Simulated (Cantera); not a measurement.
# Nitride etching: BN + HCl + N₂

A closed system holds: 1 mol BN, 40 mol HCl, 1.5 mol N₂, held at 100 Torr.

These are equilibrium values from Cantera (NASA tables, ideal gas, pure condensed phases), not measurements of a reactor. Candidate condensed phases: B, BN, NH₄Cl; 21 gas species. The tables' values for BCl₂, BCl are old estimates; treat these amounts as uncertain. Gases not in the tables: BHCl₂. Equilibrium is a limit: real reactors are often held back by kinetics, nucleation or transport.

| T (°C) | x HCl | x N₂ | x H₂ | x BCl₃ | x Cl |
|---|---|---|---|---|---|
| 1100 | 0.892 | 0.0482 | 0.0362 | 0.0241 | 3.54e-5 |
| 1200 | 0.891 | 0.0482 | 0.0362 | 0.0241 | 0.000132 |
| 1300 | 0.891 | 0.0482 | 0.0363 | 0.0240 | 0.000414 |
| 1400 | 0.890 | 0.0482 | 0.0366 | 0.0239 | 0.00113 |
| 1500 | 0.888 | 0.0481 | 0.0372 | 0.0237 | 0.00276 |
| 1600 | 0.883 | 0.0480 | 0.0383 | 0.0231 | 0.00604 |
| 1700 | 0.875 | 0.0478 | 0.0403 | 0.0219 | 0.0120 |
x: gas mole fraction; nothing condenses.

From 1100 °C to 1700 °C nothing is condensed. The main B-bearing gas is BCl₃ throughout.
